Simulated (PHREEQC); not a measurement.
PHREEQC input (ion-association model, wateq4f.dat):

```
SOLUTION_MASTER_SPECIES
  An  An-  0  An  62.0  # stands for a non-complexing anion
SOLUTION_SPECIES
  An- = An-
    -log_k 0
    -gamma 3.0 0
PHASES
  Fix_H+
    H+ = H+
    -log_k 0
SOLUTION 1
  temp 25
  units mmol/kgw
  pH 7 charge
  S(6) 0.017
  Ag 0.032
  Cl 0.04
  Ca 0.02
  Cu(2) 0.001
  Na 10
  An 10
END
SELECTED_OUTPUT 1
  -reset false
  -pH true
  -pe true
  -ionic_strength true
  -water true
  -totals Ag Ca Cl Cu Na S Cu(1) Cu(2) S(-2) S(6)
  -molalities Hfo_wOH Hfo_wOH2+ Hfo_wO- Hfo_sOH Hfo_sOH2+ Hfo_sO- Hfo_sOAg Hfo_wOAg Hfo_sOHCa+2 Hfo_wOCa+
    Hfo_sOCu+ Hfo_wOCu+ Hfo_wSO4- Hfo_wOHSO4-2
  -saturation_indices Gypsum Portlandite Cu(OH)2 Brochantite Antlerite Atacamite Cerargyrite Ag2O Ag2SO4 Halite
    Mirabilite Chalcanthite
USER_PUNCH 1
  -headings sigma psi
  10 PUNCH EDL("sigma", "Hfo"), EDL("psi", "Hfo")
PRINT
  -reset false
USE solution 1
SURFACE 1
  Hfo_wOH 0.000141573 600 0.063
  Hfo_sOH 3.53933e-06
EQUILIBRIUM_PHASES 1
  Fix_H+ -3 HAn 10
    -force_equality true
  O2(g) -0.68 10
END
# ... the last block is repeated for the other 12 points of pH, with NaOH or the acid as the point needs
```

Selected output (columns that matter, 13 of 13 rows; pH added in front):

```
pH	mu	Ag	Ca	Cu	Na	S	si_Gypsum	si_Portlandite	si_Cu(OH)2	si_Brochantite	si_Antlerite	si_Atacamite	si_Cerargyrite	si_Ag2O
3	0.011242	3.2e-05	2e-05	9.999e-07	0.01	2.5613e-08	-8.1206	-21.682	-8.8193	-29.877	-22.648	-15.164	0.7185	-15.713
3.67	0.010367	3.1998e-05	2e-05	9.9808e-07	0.01	4.655e-08	-7.8265	-20.335	-7.4742	-25.548	-19.664	-13.142	0.7215	-14.37
4.33	0.010171	3.1986e-05	2e-05	9.6925e-07	0.01	1.7239e-07	-7.2502	-19.014	-6.1656	-21.059	-16.483	-11.184	0.722	-13.049
5	0.010121	3.1915e-05	2e-05	6.714e-07	0.01	9.8812e-07	-6.49	-17.674	-4.985	-16.917	-13.522	-9.4932	0.7213	-11.711
5.67	0.010107	3.1617e-05	2e-05	1.387e-07	0.01	4.8439e-06	-5.7994	-16.334	-4.3325	-14.956	-12.214	-8.8578	0.7174	-10.379
6.33	0.010107	3.0723e-05	1.9998e-05	1.7706e-08	0.01	1.1776e-05	-5.4138	-15.014	-3.9373	-14.309	-11.962	-8.7269	0.7054	-9.0844
7	0.010106	2.9465e-05	1.9992e-05	4.6407e-09	0.01	1.6197e-05	-5.2756	-13.674	-3.5395	-13.92	-11.97	-8.6005	0.6879	-7.7808
7.67	0.010107	2.8276e-05	1.9938e-05	4.9451e-09	0.010004	1.6946e-05	-5.2572	-12.336	-3.2835	-14.216	-12.523	-8.7579	0.6707	-6.4767
8.33	0.01011	2.6157e-05	1.9274e-05	6.5158e-09	0.010013	1.6997e-05	-5.2706	-11.03	-3.1468	-14.988	-13.431	-9.1432	0.638	-5.2247
9	0.010115	2.0444e-05	1.3508e-05	1.0328e-08	0.010042	1.7e-05	-5.4249	-9.8448	-2.9453	-15.522	-14.166	-9.4067	0.5339	-4.0997
9.67	0.010149	1.1633e-05	3.6499e-06	2.3534e-08	0.010115	1.7e-05	-5.9935	-9.0736	-2.5875	-15.431	-14.433	-9.3558	0.2927	-3.2529
10.33	0.010335	4.6129e-06	4.241e-07	4.629e-08	0.010321	1.7e-05	-6.9321	-8.6906	-2.2941	-15.579	-14.874	-9.4251	-0.1119	-2.7499
11	0.011221	1.5351e-06	4.272e-08	9.3267e-08	0.011216	1.7e-05	-7.9466	-8.3578	-1.9921	-15.718	-15.316	-9.4909	-0.6221	-2.4307
```

Along this series the solution becomes supersaturated in solids that the run did not let form, among them Cerargyrite. The database's constant for dissolved Cu(OH)2 is higher than later reviews accept. The oxide is taken as insoluble; below pH 4 it would dissolve.
